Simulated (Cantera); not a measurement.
Feed: 1 mol HCl, 1.2 mol O2, equilibrated at 14.3 Torr.

Cantera equilibrium calculation (NASA polynomials, part measured and part estimated; ideal gas, pure solids and liquids). Candidate condensed phases: H2O; 29 gas species. Ions and electrons are included (thermal ionisation). Rates play no part.

**Question.** At 3227 °C, list the 7 most abundant gas species with their mole fractions, and the condensed phases.

**Answer.** O 0.514, Cl 0.232, H 0.216, O2 0.0207, OH 0.0104, HCl 0.00411, H2 0.00254. Condensed: gas only.
